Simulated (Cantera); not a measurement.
A Cantera script and what it prints.

```python
import numpy as np
import cantera as ct

gas_names = """
    CL CL2 H HCL H2 N NH NH2 NH3 N2 N2H2 N2H4 Si SiCL SiCL2 SiCL3 SiCL4 SiH SiHCL3 SiH2 SiH2CL2 SiH3
    SiH3CL SiH4 SiN Si2 Si2N Si3
""".split()
cond_names = """
    NH4CL(a) NH4CL(b) Si(cr) Si(L) Si3N4(a)
""".split()


# ... load() reads the species with a 1 bar reference pressure and builds the phases ...
atoms = {
    'Si2Cl6': {'Si': 2, 'CL': 6},
    'NH3': {'N': 1, 'H': 3},
    'H2': {'H': 2},
}
top_T = {'Si3N4(a)': 2400}  # K; cautious upper limits of use, not melting points


# ... equilibrate(T, P, feed) seeds the gas with the atoms and calls Mixture.equilibrate('TP', solver="vcs", rtol=1e-11, max_steps=5000) ...
results = []
feed = {'Si2Cl6': 1, 'NH3': 36, 'H2': 95}  # mol
T = 1998  # K
P = 440  # Pa
mix = equilibrate(T, P, feed)
results.append((T, P, feed, dict(zip(mix.species_names, mix.species_moles))))
print(gas.report(threshold=0.0001))
for i in range(1, mix.n_phases):
    print(f"{mix.phase(i).name:16s} {mix.phase_moles(i):12.5e} mol")
```

Result:

```
       temperature   1998 K
          pressure   440 Pa
           density   0.0001639 kg/m^3
  mean mol. weight   6.1881 kg/kmol
   phase of matter   gas

                          1 kg             1 kmol
                     ---------------   ---------------
          enthalpy        9.4873e+06        5.8708e+07  J
   internal energy        6.8028e+06        4.2096e+07  J
           entropy             39934        2.4712e+05  J/K
    Gibbs function       -7.0301e+07       -4.3503e+08  J
 heat capacity c_p              5506             34072  J/K
 heat capacity c_v            4162.4             25757  J/K

                      mass frac. Y      mole frac. X     chem. pot. / RT
                     ---------------   ---------------   ---------------
                CL         0.0033133        0.00057836           -28.278
                 H         0.0035953          0.022071           -12.543
               HCL           0.17262          0.029299           -40.821
                H2           0.27137           0.83296           -25.086
                N2           0.46951           0.10371            -34.63
                Si          0.037096         0.0081735           -6.0481
              SiCL         0.0053636        0.00052239           -34.326
             SiCL2          0.033461         0.0020918           -62.604
               SiH         0.0015856        0.00033726           -18.591
     [  +19 minor]         0.0020931        0.00025579

Si(L)             0.00000e+00 mol
Si3N4(a)          0.00000e+00 mol
```

Method: chemical equilibrium by Gibbs-energy minimisation in Cantera with the NASA 1993 tables (ideal gas, pure condensed phases). The feed counts by its element totals alone. The tables' values for SiCl, SiN are old estimates; treat these amounts as uncertain. Gases not in the tables: Si2H6 and higher silanes.
